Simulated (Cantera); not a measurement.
Mixture: CO : H2 : O2 : N2 : CO2 = 1 : 0.033 : 0.795 : 2.99 : 0.18 (molar parts), equivalence ratio 0.65, at 500000 Pa, adiabatic and at constant volume. Ignition delay is the time to a rise of 400 K.

Model: GRI-Mech 3.0 (53 species, 325 reactions), integrated in Cantera. The hydrogen kinetics of GRI-Mech 3.0 are dated; newer H2 mechanisms differ, most at raised pressure. Where the delays flatten at high temperature, the 400 K rule measures the pace of heat release, not the induction time.

**Question.** What does this change do: pressure from 500000 Pa to 3900000 Pa?

**Answer.** 
```csv
quantity,before,after
delay at 1148 K,0.207 ms,0.257 ms
delay at 1223 K,75.6 µs,84.4 µs
delay at 1298 K,43.4 µs,33.0 µs
delay at 1373 K,30.6 µs,15.1 µs
delay at 1448 K,24.1 µs,8.06 µs
delay at 1523 K,20.4 µs,4.95 µs
```
The pressure lies above the range GRI-Mech 3.0 was tuned for (to about 10 atm).

**Question.** What does this change do: CO 1 to 2.8 parts?

**Answer.** 
```json
[
 {"quantity": "delay at 1148 K", "before": "0.207 ms", "after": "0.202 ms"},
 {"quantity": "delay at 1223 K", "before": "75.6 µs", "after": "75.4 µs"},
 {"quantity": "delay at 1298 K", "before": "43.4 µs", "after": "41.5 µs"},
 {"quantity": "delay at 1373 K", "before": "30.6 µs", "after": "28.1 µs"},
 {"quantity": "delay at 1448 K", "before": "24.1 µs", "after": "21.3 µs"},
 {"quantity": "delay at 1523 K", "before": "20.4 µs", "after": "17.4 µs"}
]
```
